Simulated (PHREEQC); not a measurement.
Make-up at 25 °C: 0.073 mol HF, 0.26 mol NH4HF2 and 3.4e-05 mol H2SO4 per kg of water. Closed to the air; pH follows from the charge balance.

Equilibrium calculation in PHREEQC: ion-association model, phreeqc.dat.

```
Property                   Value
-----------------  -------------
pH                          2.82
ionic strength     0.262 mol/kgw
activity of water          0.987
density              1.003 g/cm³
total alkalinity     -333 meq/kg
```

| species | molality | activity | log γ |
|---|---|---|---|
| NH4+ | 0.260 | 0.170 | -0.184 |
| HF | 0.214 | 0.227 | 0.026 |
| F- | 0.145 | 0.0991 | -0.164 |
| HF2- | 0.117 | 0.0864 | -0.133 |
| H+ | 0.00194 | 0.00153 | -0.104 |
| SO4-2 | 1.85e-5 | 4.88e-6 | -0.578 |
| NH4SO4- | 1.45e-5 | 1.07e-5 | -0.133 |
| HSO4- | 9.85e-7 | 7.26e-7 | -0.133 |
| NH3 | 5.98e-8 | 6.35e-8 | 0.026 |

No solid was allowed to form. Species that the database lacks are ignored.
